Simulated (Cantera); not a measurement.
Cantera with NASA thermochemical tables; ideal gases at 1 bar, condensed phases pure. Values are per mole of reaction as written; species without (g) are pure solids or liquids, kept so even where they would boil at 1 bar.

Ba(OH)₂ = 2 H(g) + O₂(g) + Ba

```tsv
T (K)	ΔH° (kJ)	ΔS° (J/K)	ΔG° (kJ)	log10 K	condensed phases
673	(withheld)	(withheld)	(withheld)	(withheld)	Ba(OH)₂(s), Ba(s)
873	(withheld)	(withheld)	(withheld)	(withheld)	Ba(OH)₂(l), Ba(s)
1073	1357.7	350.6	981.5	-47.78	Ba(OH)₂(l), Ba(l)
1273	1353.0	346.5	911.8	-37.41	Ba(OH)₂(l), Ba(l)
1473	(withheld)	(withheld)	(withheld)	(withheld)	Ba(OH)₂(l), Ba(l)
1673	1343.8	340.2	774.6	-24.18	Ba(OH)₂(l), Ba(l)
1873	1339.3	337.7	706.8	-19.71	Ba(OH)₂(l), Ba(l)
```

What belongs in the gaps?


- 673, ΔH° (kJ): 1377.5
- 673, ΔS° (J/K): 380.2
- 673, ΔG° (kJ): 1121.7
- 673, log10 K: -87.06
- 873, ΔH° (kJ): 1355.0
- 873, ΔS° (J/K): 348.0
- 873, ΔG° (kJ): 1051.2
- 873, log10 K: -62.89
- 1473, ΔH° (kJ): 1348.3
- 1473, ΔS° (J/K): 343.1
- 1473, ΔG° (kJ): 842.9
- 1473, log10 K: -29.89
